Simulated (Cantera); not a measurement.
Feed: 1 mol CH3Cl, 0.019 mol Si, 1.3 mol H2, held at 4.40e-5 bar.

Equilibrium computed with Cantera from the NASA thermochemical tables; the gas is ideal and each condensed phase is pure. Candidate condensed phases: C, C6H6, C7H8, C8H18, Si, SiC; 109 gas species. The numbers say what is thermodynamically allowed, not how fast it happens.

x: gas mole fraction; n: condensed amount in mol.

| T (K) | x H | x Cl | x C | x H2 | x C3 | x HCl | n C(graphite) |
|---|---|---|---|---|---|---|---|
| 2450 | 0.763 | 0.145 | 0.00188 | 0.0634 | 0.00510 | 0.0170 | 0.869 |
| 2500 | 0.781 | 0.146 | 0.00378 | 0.0424 | 0.0113 | 0.0112 | 0.724 |
| 2550 | 0.783 | 0.144 | 0.00742 | 0.0277 | 0.0242 | 0.00725 | 0.413 |
| 2600 | 0.775 | 0.141 | 0.0131 | 0.0179 | 0.0400 | 0.00466 | 0 |
| 2650 | 0.779 | 0.141 | 0.0189 | 0.0121 | 0.0373 | 0.00315 | 0 |
| 2700 | 0.779 | 0.140 | [?] | [?] | [?] | [?] | 0 |
| 2750 | 0.777 | 0.140 | [?] | [?] | [?] | [?] | 0 |
| 2800 | 0.772 | 0.139 | 0.0488 | 0.00392 | 0.0249 | 0.00102 | 0 |
| 2850 | 0.766 | 0.137 | 0.0630 | 0.00273 | 0.0195 | 0.000711 | 0 |
| 2900 | 0.759 | 0.136 | 0.0782 | 0.00192 | 0.0141 | 0.000501 | 0 |
| 2950 | 0.752 | 0.135 | 0.0928 | 0.00136 | 0.00920 | 0.000357 | 0 |
| 3000 | 0.746 | 0.133 | 0.105 | 0.000982 | 0.00540 | 0.000258 | 0 |
| 3050 | 0.742 | 0.133 | 0.114 | 0.000718 | 0.00289 | 0.000189 | 0 |
| 3100 | 0.739 | 0.132 | 0.121 | 0.000532 | 0.00144 | 0.000140 | 0 |

What belongs in the gaps?


- 2700, x C: 0.0267
- 2700, x H2: 0.00827
- 2700, x C3: 0.0339
- 2700, x HCl: 0.00215
- 2750, x C: 0.0366
- 2750, x H2: 0.00567
- 2750, x C3: 0.0298
- 2750, x HCl: 0.00147
